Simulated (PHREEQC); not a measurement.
Make-up at 25 °C: 120 mmol/kgw NH3. Closed to the air; pH follows from the charge balance.

Model: ion-association model, phreeqc.dat, run in PHREEQC.

```json
[
 {"quantity": "pH", "before": "11.16", "after": "7.95"},
 {"quantity": "ionic strength (mol/kgw)", "before": "0.00152", "after": "0.346"},
 {"quantity": "NH4+ (mol/kgw)", "before": "0.00152", "after": "0.233"}
]
```

**Question.** What was changed between the two runs?
A) temperature from 25 to 85 °C
B) temperature from 25 to 60 °C
C) NH3 replaced by (NH4)2HPO4 at the same molality
D) diluted 10-fold with water
E) diluted 5-fold with water

**Answer.** C, NH3 replaced by (NH4)2HPO4 at the same molality

No solid was allowed to form.
